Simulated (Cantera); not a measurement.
Mixture: CH₄ : H₂ : O₂ : N₂ = 1 : 1.4 : 2.7 : 11.6 (molar parts), equivalence ratio 1.0, at 760 Torr, adiabatic and at constant volume. Ignition delay is the time to a rise of 400 K.

Cantera simulation using GRI-Mech 3.0 (53 species, 325 reactions); the numbers are that mechanism's predictions, not measurements.

**Question.** Predict: delay at 1098 K; delay at 1148 K; delay at 1198 K; delay at 1248 K; delay at 1298 K; delay at 1348 K; apparent activation energy between 1248 and 1348 K.

**Answer.** 
- delay at 1098 K: 1.42 ms
- delay at 1148 K: 0.884 ms
- delay at 1198 K: 0.576 ms
- delay at 1248 K: 0.389 ms
- delay at 1298 K: 0.272 ms
- delay at 1348 K: 0.196 ms
- apparent activation energy between 1248 and 1348 K: 96 kJ/mol
